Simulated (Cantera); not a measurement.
A Cantera script and what it prints.

```python
import numpy as np
import cantera as ct

gas_names = """
    CL CL2 H HCL H2 N NH NH2 NH3 N2 N2H2 N2H4 Si SiCL SiCL2 SiCL3 SiCL4 SiH SiHCL3 SiH2 SiH2CL2 SiH3
    SiH3CL SiH4 SiN Si2 Si2N Si3
""".split()
cond_names = """
    NH4CL(a) NH4CL(b) Si(cr) Si(L) Si3N4(a)
""".split()


# ... load() reads the species with a 1 bar reference pressure and builds the phases ...
atoms = {
    'SiHCl3': {'Si': 1, 'H': 1, 'CL': 3},
    'N2': {'N': 2},
}
top_T = {'Si3N4(a)': 2400}  # K; cautious upper limits of use, not melting points


# ... equilibrate(T, P, feed) seeds the gas with the atoms and calls Mixture.equilibrate('TP', solver="vcs", rtol=1e-11, max_steps=5000) ...
results = []
T = 998  # K
P = 133.322  # Pa
for m in [7.1, 12, 18, 23, 28, 34, 39, 44, 50, 55, 60, 66, 71]:
    feed = {'SiHCl3': 1, 'N2': m}  # mol
    mix = equilibrate(T, P, feed)
    results.append((T, P, feed, dict(zip(mix.species_names, mix.species_moles))))

top = {s: max(r[3][s] / sum(r[3][g] for g in gas_names) for r in results) for s in gas_names}
cols = sorted((s for s in top if top[s] > 1e-06), key=lambda s: -top[s])[:5]
seen = [c for c in cond_names if any(r[3].get(c, 0) > 1e-12 for r in results)]
print("log10 of partial pressures in bar; condensed amounts in mol")
print(f"{'n(N2)':>10s}" + "".join(f"{s[:9]:>10s}" for s in cols + seen))
for T, P, feed, n in results:
    ng = sum(n[g] for g in gas_names)
    print(f"{feed['N2']:10.4g}" + "".join(f"{np.log10(max(n[s] / ng * P / 1e5, 1e-99)):10.3f}" for s in cols)
          + "".join(f"{n.get(c, 0):10.4g}" for c in seen))
```

It prints:

```
log10 of partial pressures in bar; condensed amounts in mol
     n(N2)        N2       HCL     SiCL4        H2     SiCL3  Si3N4(a)
       7.1    -2.960    -3.856    -4.065    -4.953    -6.615     0.155
        12    -2.927    -4.047    -4.273    -5.241    -6.776     0.157
        18    -2.910    -4.202    -4.439    -5.473    -6.904    0.1584
        23    -2.903    -4.298    -4.542    -5.617    -6.982    0.1592
        28    -2.898    -4.377    -4.625    -5.734    -7.045    0.1597
        34    -2.894    -4.455    -4.708    -5.850    -7.108    0.1602
        39    -2.891    -4.511    -4.766    -5.933    -7.152    0.1606
        44    -2.890    -4.560    -4.818    -6.007    -7.191    0.1609
        50    -2.888    -4.612    -4.873    -6.085    -7.233    0.1612
        55    -2.887    -4.652    -4.914    -6.143    -7.264    0.1614
        60    -2.886    -4.688    -4.952    -6.197    -7.292    0.1616
        66    -2.885    -4.727    -4.993    -6.256    -7.323    0.1617
        71    -2.884    -4.758    -5.025    -6.301    -7.347    0.1619
```

These are equilibrium values from Cantera (NASA tables, ideal gas, pure condensed phases), not measurements of a reactor. N2 is the only nitrogen source here; it is nearly inert below about 1500 K, so the nitride shown seldom forms there in practice. The tables' values for SiCl3 are old estimates; treat these amounts as uncertain.
